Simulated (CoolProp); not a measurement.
Vapour-liquid equilibrium of CH2F2 (R32) (1) + R125 (2) at 0.0174 MPa; x and y are mole fractions of (1).

Values from CoolProp's multi-fluid Helmholtz-energy mixture model, Tillner-Roth 1997 and Lemmon 2005; pair parameters Lemmon 2004.

```json
[
 {"x": "0.05", "bubble temperature, mixture model (K)": "194.6", "bubble temperature, Raoult's law (K)": "194.7", "y, mixture model": "0.063", "y, Raoult's law": "0.060"},
 {"x": "0.2", "bubble temperature, mixture model (K)": "194.0", "bubble temperature, Raoult's law (K)": "194.3", "y, mixture model": "0.245", "y, Raoult's law": "0.232"},
 {"x": "0.35", "bubble temperature, mixture model (K)": "193.4", "bubble temperature, Raoult's law (K)": "193.8", "y, mixture model": "0.411", "y, Raoult's law": "0.394"},
 {"x": "0.5", "bubble temperature, mixture model (K)": "192.9", "bubble temperature, Raoult's law (K)": "193.4", "y, mixture model": "0.559", "y, Raoult's law": "0.547"},
 {"x": "0.65", "bubble temperature, mixture model (K)": "192.5", "bubble temperature, Raoult's law (K)": "193.0", "y, mixture model": "0.691", "y, Raoult's law": "0.691"},
 {"x": "0.8", "bubble temperature, mixture model (K)": "192.2", "bubble temperature, Raoult's law (K)": "192.7", "y, mixture model": "0.816", "y, Raoult's law": "0.828"},
 {"x": "0.95", "bubble temperature, mixture model (K)": "192.1", "bubble temperature, Raoult's law (K)": "192.3", "y, mixture model": "0.949", "y, Raoult's law": "0.958"}
]
```

The largest gap from Raoult's law is -0.5 K in bubble temperature, at x = 0.65. y crosses x between x = 0.8 and 0.95: the model has an azeotrope there.

The pair parameters rest on a limited set of measurements; away from them the model extrapolates.
